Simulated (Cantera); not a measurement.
**Carbothermic reduction: SiO2 + C + H2**

A closed system holds: 1 mol SiO2, 6.8 mol C, 0.38 mol H2, equilibrated at 1000 Pa.

Method: chemical equilibrium by Gibbs-energy minimisation in Cantera with the NASA 1993 tables (ideal gas, pure condensed phases). Candidate condensed phases: C, C6H6, C7H8, C8H18, H2O, Si, SiC, SiO2; 123 gas species. Mutual solubility and eutectic melting of coexisting phases are not modelled. The tables hold silica as quartz up to 1696 K and as liquid above; real silica turns to tridymite and cristobalite and melts near 1996 K. Gases not in the tables: Si2H6 and higher silanes. Rates play no part.

| T (K) | x H2 | x CO | x Si | x H | x SiC2 | x Si2C | x SiO | n C(graphite) | n SiO2(β-quartz) | n SiC(s) |
|---|---|---|---|---|---|---|---|---|---|---|
| 1048 | 0.999 | 6.66e-5 | <1e-12 | 7.72e-8 | <1e-12 | <1e-12 | 8.50e-9 | 6.80 | 1.000 | 0 |
| 1198 | 0.995 | 0.00518 | <1e-12 | 1.90e-6 | <1e-12 | <1e-12 | 2.07e-6 | 6.80 | 0.999 | 0.000989 |
| 1348 | 0.850 | 0.150 | 7.08e-11 | 2.13e-5 | <1e-12 | <1e-12 | 0.000145 | 6.70 | 0.966 | 0.0335 |
| 1498 | 0.160 | 0.839 | 7.26e-9 | 6.87e-5 | 1.25e-11 | 1.09e-11 | 0.00163 | 3.81 | 0 | 0.996 |
| 1648 | 0.159 | 0.837 | 3.18e-7 | 0.000356 | 1.75e-9 | 1.39e-9 | 0.00288 | 3.81 | 0 | 0.993 |
| 1798 | 0.159 | 0.835 | 7.36e-6 | 0.00140 | 1.06e-7 | 7.74e-8 | 0.00461 | 3.82 | 0 | 0.989 |
| 1948 | 0.157 | 0.832 | 0.000105 | 0.00448 | 3.37e-6 | 2.29e-6 | 0.00684 | 3.83 | 0 | 0.983 |
| 2098 | 0.152 | 0.825 | 0.00101 | 0.0120 | 6.46e-5 | 4.11e-5 | 0.00953 | 3.85 | 0 | 0.974 |
| 2248 | 0.142 | 0.809 | 0.00720 | 0.0277 | 0.000827 | 0.000496 | 0.0125 | 3.88 | 0 | 0.947 |
| 2398 | 0.119 | 0.758 | 0.0400 | 0.0543 | 0.00762 | 0.00434 | 0.0152 | 3.97 | 0 | 0.813 |
| 2548 | 0.0701 | 0.579 | 0.173 | 0.0819 | 0.0515 | 0.0268 | 0.0139 | 4.40 | 0 | 0 |
x: gas mole fraction; n: condensed amount in mol.

At 1048 K the condensed part is C(graphite) + SiO2(β-quartz). From 1198 K to 1348 K the condensed part is C(graphite) + SiC(s) + SiO2(β-quartz). From 1498 K to 2398 K the condensed part is C(graphite) + SiC(s). At 2548 K the condensed part is C(graphite).
